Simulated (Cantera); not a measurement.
Mixture: 12.9 % CH₃OH, 17.6 % O₂, 66.3 % N₂, 3.23 % H₂O, equivalence ratio 1.1, at 0.612 atm, adiabatic and at constant pressure. Ignition delay is the time to a rise of 400 K.

Detailed kinetics in Cantera: GRI-Mech 3.0 (53 species, 325 reactions). GRI-Mech 3.0 was tuned for natural gas; its chemistry of methanol as a main component is partial and can be far from experiment.

**Question.** Predict: delay at 1175 K; delay at 1275 K; delay at 1375 K; delay at 1475 K; delay at 1575 K; apparent activation energy between 1475 and 1575 K.

**Answer.** 
- delay at 1175 K = 20.0 ms
- delay at 1275 K = 4.16 ms
- delay at 1375 K = 1.13 ms
- delay at 1475 K = 0.388 ms
- delay at 1575 K = 0.160 ms
- apparent activation energy between 1475 and 1575 K = 170 kJ/mol
